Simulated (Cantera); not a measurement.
Mixture: 9.82 % C2H4, 18.5 % O2, 69.3 % N2, 2.46 % CO2, equivalence ratio 1.6, at 500000 Pa, adiabatic and at constant pressure. Ignition delay is the time to a rise of 400 K.

Detailed kinetics in Cantera: GRI-Mech 3.0 (53 species, 325 reactions). GRI-Mech 3.0 was tuned for natural gas; its chemistry of ethylene as a main component is partial and can be far from experiment.

Q: Predict: delay at 1125 K; delay at 1225 K; delay at 1325 K; delay at 1425 K; delay at 1525 K; delay at 1625 K; apparent activation energy between 1425 and 1625 K.

A: 
| Quantity | Value |
|---|---|
| delay at 1125 K | 6.59 ms |
| delay at 1225 K | 0.438 ms |
| delay at 1325 K | 50.2 µs |
| delay at 1425 K | 13.5 µs |
| delay at 1525 K | 6.72 µs |
| delay at 1625 K | 4.23 µs |
| apparent activation energy between 1425 and 1625 K | 110 kJ/mol |
